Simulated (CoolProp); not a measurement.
Vapour-liquid equilibrium of n-pentane (1) + toluene (2) at 276 K; x and y are mole fractions of (1).

Values from CoolProp's multi-fluid Helmholtz-energy mixture model, Thol 2019 and Lemmon 2006; pair parameters Bell 2016.

```tsv
x	bubble pressure, mixture model (MPa)	bubble pressure, Raoult's law (MPa)	y, mixture model	y, Raoult's law
0.05	0.003447	0.002419	0.700	0.575
0.125	0.006501	0.004423	0.852	0.786
0.2	0.009089	0.006427	0.901	0.865
0.275	0.01132	0.008431	0.926	0.907
0.35	0.01330	0.01043	0.942	0.933
0.425	0.01508	0.01244	0.953	0.950
0.5	0.01674	0.01444	0.961	0.962
0.575	0.01832	0.01645	0.968	0.972
0.65	0.01988	0.01845	0.975	0.979
0.725	0.02144	0.02045	0.980	0.985
0.8	0.02304	0.02246	0.986	0.990
0.875	0.02473	0.02446	0.991	0.994
0.95	0.02652	0.02646	0.996	0.998
```

The largest gap from Raoult's law is +47.0 % in bubble pressure, at x = 0.125. No azeotrope shows between x = 0.05 and 0.95.

Pair parameters are fitted to limited data, so mixtures are less certain than the pure fluids.
